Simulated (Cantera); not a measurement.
An adiabatic, constant-pressure homogeneous reactor starts with 3.45 % CH4, 20.3 % O2, 76.3 % N2, equivalence ratio 0.34, at 1200 K and 5480 Torr.

Computed with Cantera and GRI-Mech 3.0 (53 species, 325 reactions).

**Question.** Predict: time of steepest temperature rise; temperature at 9.00 s; equilibrium temperature; x(O2) at 9.00 s; x(O) at 9.00 s; x(CO) at 9.00 s.

**Answer.** 
```
Item                                                                Result
---------------------------------  ---------------------------------------
time of steepest temperature rise                                  4.27 ms
temperature at 9.00 s                                               1935 K
equilibrium temperature                                             1935 K
x(O2) at 9.00 s                        0.131 (gas-phase equilibrium 0.131)
x(O) at 9.00 s                     5.40e-5 (gas-phase equilibrium 5.39e-5)
x(CO) at 9.00 s                    2.68e-5 (gas-phase equilibrium 2.67e-5)
```
